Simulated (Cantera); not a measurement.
Cantera run, input and output.

```python
import numpy as np
import cantera as ct

gas = ct.Solution("gri30.yaml")


def delay(T, t_max=10):
    gas.TPX = T, 150000, {'CO': 1, 'H2': 0.15, 'O2': 0.575, 'N2': 3.91}
    reactor = ct.IdealGasConstPressureReactor(gas, clone=False)
    net = ct.ReactorNet([reactor])
    net.rtol, net.atol = 1e-8, 1e-16
    while net.time < t_max:
        t_old, T_old = net.time, reactor.T
        net.step()
        if reactor.T > T + 400:  # ignition: a rise of 400 K
            return t_old + (T + 400 - T_old) / (reactor.T - T_old) * (net.time - t_old)
    return np.nan


taus = []
for T in [1275, 1375, 1475, 1575, 1675, 1775, 1875]:
    taus.append(delay(T))
    print(f"T0 = {T:6g} K   tau = {taus[-1]:.4e} s")
```

Output:

```
T0 =   1275 K   tau = 9.1015e-05 s
T0 =   1375 K   tau = 7.4046e-05 s
T0 =   1475 K   tau = 6.7241e-05 s
T0 =   1575 K   tau = 6.6488e-05 s
T0 =   1675 K   tau = 6.9960e-05 s
T0 =   1775 K   tau = 7.6552e-05 s
T0 =   1875 K   tau = 8.5626e-05 s
```

Detailed kinetics in Cantera: GRI-Mech 3.0 (53 species, 325 reactions). Where the delays flatten at high temperature, the 400 K rule measures the pace of heat release, not the induction time.
